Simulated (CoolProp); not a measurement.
Vapour-liquid equilibrium of n-butane (1) + cyclohexane (2) at 44.55 °C; x and y are mole fractions of (1).

Values from CoolProp's multi-fluid Helmholtz-energy mixture model, Bücker 2006 and Zhou 2014; pair parameters Bell 2016.

| x | bubble pressure (MPa) | y at the bubble point | dew pressure at overall composition x (MPa) | liquid density (mol/L) |
|---|---|---|---|---|
| 0.05 | 0.04387 | 0.357 | 0.03090 | 9.020 |
| 0.125 | 0.06861 | 0.619 | 0.03330 | 9.086 |
| 0.2 | 0.09645 | 0.751 | 0.03610 | 9.149 |
| 0.275 | 0.1265 | 0.828 | 0.03943 | 9.208 |
| 0.35 | 0.1580 | 0.876 | 0.04343 | 9.262 |
| 0.425 | 0.1900 | 0.908 | 0.04836 | 9.312 |
| 0.5 | 0.2221 | 0.931 | 0.05456 | 9.357 |
| 0.575 | 0.2537 | 0.948 | 0.06262 | 9.396 |
| 0.65 | 0.2847 | 0.961 | 0.07353 | 9.427 |
| 0.725 | 0.3152 | 0.972 | 0.08917 | 9.451 |
| 0.8 | 0.3454 | 0.980 | 0.1136 | 9.466 |
| 0.875 | 0.3758 | 0.988 | 0.1572 | 9.471 |
| 0.95 | 0.4071 | 0.995 | 0.2581 | 9.463 |

No azeotrope shows between x = 0.05 and 0.95.

Pair parameters are fitted to limited data, so mixtures are less certain than the pure fluids.
